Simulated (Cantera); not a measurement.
A closed system holds: 1 mol NH₃, 9.5 mol H₂, 0.85 mol N₂, equilibrated at 3027 °C and 1.00 bar.

Equilibrium computed with Cantera from the NASA thermochemical tables; the gas is ideal and each condensed phase is pure. Rates play no part.

Base state: H₂ 0.619, H 0.287, N₂ 0.0936, N 2.48e-5 (mole fractions); condensed: gas only.

Question: What changes in the equilibrium state with this change: NH₃ replaced by CS₂?

Answer: 
```json
[
 {"species": "H₂", "before": "0.619", "after": "0.532"},
 {"species": "H", "before": "0.287", "after": "0.267"},
 {"species": "CS", "before": "0", "after": "0.0651"},
 {"species": "S", "before": "0", "after": "0.0412"},
 {"species": "SH", "before": "0", "after": "0.0216"},
 {"species": "N₂", "before": "0.0936", "after": "0.0586"},
 {"species": "S₂", "before": "0", "after": "0.00536"},
 {"species": "HCN", "before": "0", "after": "0.00369"}
]
```
Further candidate phases: C, C₆H₆, C₇H₈, C₈H₁₈, S.
